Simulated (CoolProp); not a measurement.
Vapour-liquid equilibrium of R22 (1) + R113 (2) at -19.25 °C; x and y are mole fractions of (1).

Values from CoolProp's multi-fluid Helmholtz-energy mixture model, Kamei 1995 and Marx 1992; pair parameters Bell 2016.

```csv
x,bubble pressure (MPa),y at the bubble point,dew pressure at overall composition x (MPa),liquid density (mol/L)
0.05,0.02103,0.752,0.005712,9.100
0.15,0.05323,0.911,0.006374,9.540
0.25,0.08445,0.949,0.007209,10.02
0.35,0.1129,0.966,0.008296,10.53
0.45,0.1379,0.975,0.009767,11.10
0.55,0.1597,0.981,0.01187,11.72
0.65,0.1795,0.986,0.01513,12.40
0.75,0.1984,0.990,0.02087,13.17
0.85,0.2181,0.993,0.03359,14.03
0.95,0.2401,0.998,0.08580,15.00
```

No azeotrope shows between x = 0.05 and 0.95.

The pair parameters rest on a limited set of measurements; away from them the model extrapolates.
